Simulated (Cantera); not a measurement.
# Thermodynamics of thermal oxidation and active oxidation of silicon, feed Si + H2O + H2

A closed system holds: 1 mol Si, a varied amount of H2O, 20 mol H2, at 1473.15 K and 210 Pa.

Equilibrium computed with Cantera from the NASA thermochemical tables; the gas is ideal and each condensed phase is pure. Candidate condensed phases: H2O, Si, SiO2; 18 gas species. The tables hold silica as quartz up to 1696 K and as liquid above; real silica turns to tridymite and cristobalite and melts near 1996 K. Equilibrium is a limit: real reactors are often held back by kinetics, nucleation or transport.

```csv
n(H2O) (mol),x H2,x SiO,x H2O,x H,x Si,n Si(s),n SiO2(β-quartz)
0.55,0.974,0.0261,4.18e-7,0.000273,2.62e-6,0.450,0
0.93,0.957,0.0425,6.70e-7,0.000271,2.62e-6,0.0699,0
1.3,0.968,0.0318,1.13e-5,0.000272,1.18e-7,0,0.300
1.7,0.986,0.0137,2.67e-5,0.000275,2.17e-8,0,0.699
2.1,0.995,8.00e-5,0.00460,0.000276,<1e-12,0,0.998
2.4,0.982,2.03e-5,0.0179,0.000274,<1e-12,0,1.000
2.8,0.965,1.02e-5,0.0351,0.000272,<1e-12,0,1.000
```
x: gas mole fraction; n: condensed amount in mol.

From 0.55 mol H2O to 0.93 mol H2O the condensed part is Si(s). From 1.3 mol H2O to 2.8 mol H2O the condensed part is SiO2(β-quartz). The main Si-bearing gas is SiO throughout.
